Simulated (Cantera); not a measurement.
Input (Python, Cantera) and output of one run.

```python
import numpy as np
import cantera as ct

gas_names = """
    N NO NO2 NO3 N2 N2O O O2 O3 Si SiN SiO SiO2 Si2 Si2N Si3
""".split()
cond_names = """
    Si(cr) Si(L) SiO2(Lqz) SiO2(hqz) SiO2(L) Si2N2O(s) Si3N4(a)
""".split()


# ... load() reads the species with a 1 bar reference pressure and builds the phases ...
atoms = {
    'Si': {'Si': 1},
    'N2O': {'N': 2, 'O': 1},
    'N2': {'N': 2},
}
top_T = {'Si2N2O(s)': 2100, 'Si3N4(a)': 2400}  # K; cautious upper limits of use, not melting points


# ... equilibrate(T, P, feed) seeds the gas with the atoms and calls Mixture.equilibrate('TP', solver="vcs", rtol=1e-11, max_steps=5000) ...
results = []
feed = {'Si': 1, 'N2O': 0.17, 'N2': 8.4}  # mol
T = 2023.15  # K
P = 10000  # Pa
mix = equilibrate(T, P, feed)
results.append((T, P, feed, dict(zip(mix.species_names, mix.species_moles))))
x = sorted(zip(gas.X, gas.species_names), reverse=True)
print(f"T = {T:g} K  P = {P:g} Pa  gas = {mix.phase_moles(0):.4g} mol")
print("   x: " + "  ".join(f"{s} {v:.3e}" for v, s in x if v > 0.0001))
print("   condensed (mol): " + ("  ".join(f"{mix.phase(i).name} {mix.phase_moles(i):.4g}"
      for i in range(1, mix.n_phases) if mix.phase_moles(i) > 1e-12) or "none"))
```

Output:

```
T = 2023.15 K  P = 10000 Pa  gas = 8.745 mol
   x: N2 9.799e-01  SiO 1.944e-02  Si 5.699e-04
   condensed (mol): Si(L) 0.8235
```

Cantera equilibrium calculation (NASA polynomials, part measured and part estimated; ideal gas, pure solids and liquids). The tables' values for SiN are old estimates; treat these amounts as uncertain.
